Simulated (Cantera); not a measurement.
Feed: 1 mol CH3Cl, 0.88 mol HCl, 2.8 mol H2, equilibrated at 7.50 Torr.

Equilibrium computed with Cantera from the NASA thermochemical tables; the gas is ideal and each condensed phase is pure. Candidate condensed phases: C, C6H6, C7H8, C8H18; 103 gas species. Ions and electrons are included (thermal ionisation). Rates play no part.

**Question.** What share of the C ends up in condensed phases as a function of T (°C), at 1727, 2227, 2727, 3227, 3727, 4227, 4727?

**Answer.** 
```tsv
T (°C)	C condensed (%)	as
1727	99.4	C(graphite)
2227	92.3	C(graphite)
2727	0.0	-
3227	0.0	-
3727	0.0	-
4227	0.0	-
4727	0.0	-
```
